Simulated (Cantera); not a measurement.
An isothermal, constant-pressure homogeneous reactor starts with 4.21 % H₂, 95.8 % O₂, equivalence ratio 0.022, at 1050 K and 10.00 Torr.

Computed with Cantera and GRI-Mech 3.0 (53 species, 325 reactions). Radical loss at walls, strong at low pressure, is not modelled. The temperature is held fixed by assumption; the heat of reaction is taken as removed at once.

One state of this run: x H₂ = 8.98e-5; x O₂ = 0.954; x H₂O = 0.0424; x H = 0.000300; x OH = 0.000590; x H₂O₂ = 7.74e-8. x: mole fraction; the columns are a selection and need not sum to one.

Which value of t (s) does it belong to?
A) 1.74
B) 0.000405
C) 0.0754
D) 0.00932

C, 0.0754
